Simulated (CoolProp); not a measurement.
Vapour-liquid equilibrium of carbon dioxide (1) + sulfur dioxide (2) at 229.6 K; x and y are mole fractions of (1).

Values from CoolProp's multi-fluid Helmholtz-energy mixture model, Span 1996 and Gao 2016; pair parameters Bell 2016.

```csv
x,bubble pressure (kPa),y at the bubble point,dew pressure at overall composition x (kPa),liquid density (mol/L)
0.05,75.07,0.775,18.34,24.28
0.15,186.9,0.916,20.47,24.52
0.25,290.9,0.950,23.17,24.75
0.35,385.0,0.966,26.69,24.98
0.45,468.9,0.975,31.46,25.18
0.55,544.3,0.981,38.29,25.37
0.65,614.0,0.985,48.93,25.53
0.75,682.1,0.989,67.73,25.64
0.85,753.3,0.993,109.9,25.71
0.95,833.7,0.998,289.0,25.71
```

No azeotrope shows between x = 0.05 and 0.95.

Pair parameters are fitted to limited data, so mixtures are less certain than the pure fluids.
